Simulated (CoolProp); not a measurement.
Hexamethyldisiloxane (MM) along the isobar 7.84 MPa: fugacity coefficient from the reference equation and from simpler models built on Tc = 245.6 °C, pc = 1.931 MPa, ω = 0.418; each cubic takes its own stable root.

Computed with CoolProp (reference Helmholtz-energy equation of state, Thol 2016).

```json
[
 {"T (°C)": "153.35", "phase": "liquid", "reference": "0.07170"},
 {"T (°C)": "181.05", "phase": "liquid", "reference": "0.1144"},
 {"T (°C)": "208.65", "phase": "liquid", "reference": "0.1682"},
 {"T (°C)": "236.25", "phase": "liquid", "reference": "0.2317"},
 {"T (°C)": "263.95", "phase": "supercritical", "reference": "0.3027"},
 {"T (°C)": "291.55", "phase": "supercritical", "reference": "0.3775"},
 {"T (°C)": "319.25", "phase": "supercritical", "reference": "0.4531"},
 {"T (°C)": "346.85", "phase": "supercritical", "reference": "0.5260"}
]
```

### Question
How far does each simpler model (van der Waals, Redlich-Kwong, Soave-Redlich-Kwong, Peng-Robinson) lie from the reference over these 8 states: mean and median of the absolute difference, and the worst?

### Answer
- van der Waals: mean 48.6 %, median 26.3 %, worst +161.2 % at 153.35 °C and 7.84 MPa
- Redlich-Kwong: mean 17.6 %, median 9.8 %, worst +54.0 % at 153.35 °C and 7.84 MPa
- Soave-Redlich-Kwong: mean 8.1 %, median 8.4 %, worst +8.9 % at 263.95 °C and 7.84 MPa
- Peng-Robinson: mean 0.8 %, median 0.4 %, worst -2.4 % at 153.35 °C and 7.84 MPa
